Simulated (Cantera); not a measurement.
A closed system holds: 1 mol MgO, 0.42 mol SO₃, 0.64 mol O₂, equilibrated at 777 °C and 13.3 mbar.

Cantera equilibrium calculation (NASA polynomials, part measured and part estimated; ideal gas, pure solids and liquids). Candidate condensed phases: Mg, MgO, MgS, MgSO₄, S; 14 gas species. Mutual solubility and eutectic melting of coexisting phases are not modelled. The numbers say what is thermodynamically allowed, not how fast it happens.

Base state: O₂ 0.982, SO₂ 0.0158, SO₃ 0.00187 (mole fractions); condensed: MgO(s) + MgSO₄(s).

Task: What changes in the equilibrium state with this change: temperature from 777 °C to 677 °C?

Result: 
```json
[
 {"species": "O₂", "before": "0.982", "after": "1.000"},
 {"species": "SO₂", "before": "0.0158", "after": "0.000170"},
 {"species": "SO₃", "before": "0.00187", "after": "6.57e-5"},
 {"species": "MgO(s), mol", "before": "0.592", "after": "0.580"},
 {"species": "MgSO₄(s), mol", "before": "0.408", "after": "0.420"}
]
```
